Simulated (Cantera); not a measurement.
Cantera run:

```python
import numpy as np
import cantera as ct

gas_names = [...]  # 113 gases of nasa_gas.yaml made of C, H, O, Ti
cond_names = """
    C(gr) C6H6(L) C7H8(L) C8H18(L),n-octa H2O(s) H2O(L) Ti(a) Ti(b) Ti(L) TiC(s) TiC(L) TiO(a) TiO(b)
    TiO(L) TiO2(ru) TiO2(L) Ti2O3(a) Ti2O3(b) Ti2O3(L) Ti3O5(a) Ti3O5(b) Ti3O5(L) Ti4O7(s) Ti4O7(L)
""".split()


# ... load() reads the species with a 1 bar reference pressure and builds the phases ...
atoms = {
    'Ti(OiPr)4': {'Ti': 1, 'C': 12, 'H': 28, 'O': 4},
    'CH4': {'C': 1, 'H': 4},
    'H2': {'H': 2},
}
top_T = {'C(gr)': 4500}  # K; cautious upper limits of use, not melting points


# ... equilibrate(T, P, feed) seeds the gas with the atoms and calls Mixture.equilibrate('TP', solver="vcs", rtol=1e-11, max_steps=5000) ...
results = []
feed = {'Ti(OiPr)4': 1, 'CH4': 0.66, 'H2': 30}  # mol
T = 2200  # K
P = 6300  # Pa
mix = equilibrate(T, P, feed)
results.append((T, P, feed, dict(zip(mix.species_names, mix.species_moles))))
print(gas.report(threshold=1e-06))
for i in range(1, mix.n_phases):
    print(f"{mix.phase(i).name:16s} {mix.phase_moles(i):12.5e} mol")
```

Result:

```
       temperature   2200 K
          pressure   6300 Pa
           density   0.0014245 kg/m^3
  mean mol. weight   4.1361 kg/kmol
   phase of matter   gas

                          1 kg             1 kmol
                     ---------------   ---------------
          enthalpy        1.3598e+07        5.6244e+07  J
   internal energy        9.1758e+06        3.7952e+07  J
           entropy             53976        2.2325e+05  J/K
    Gibbs function       -1.0515e+08       -4.3491e+08  J
 heat capacity c_p            8412.9             34796  J/K
 heat capacity c_v            6402.7             26482  J/K

                      mass frac. Y      mole frac. X     chem. pot. / RT
                     ---------------   ---------------   ---------------
               CH3        2.1954e-05        6.0394e-06           -36.967
               CH4        5.1595e-05        1.3302e-05           -48.298
                CO           0.54341          0.080243           -39.362
               C2H         1.141e-05        1.8855e-06           -17.277
    C2H2,acetylene          0.014458         0.0022966           -28.608
              C4H2         2.901e-05        2.3968e-06           -34.553
                 H         0.0051769          0.021242           -11.331
                H2           0.43682           0.89619           -22.663
     [ +105 minor]        1.4222e-05        2.0548e-06

C(gr)             7.42932e+00 mol
Ti(L)             0.00000e+00 mol
TiC(s)            9.99980e-01 mol
TiO(L)            0.00000e+00 mol
TiO2(L)           0.00000e+00 mol
Ti2O3(L)          0.00000e+00 mol
Ti3O5(L)          0.00000e+00 mol
Ti4O7(L)          0.00000e+00 mol
```

Equilibrium computed with Cantera from the NASA thermochemical tables; the gas is ideal and each condensed phase is pure. The feed counts by its element totals alone. TiC: taken at fixed stoichiometry.
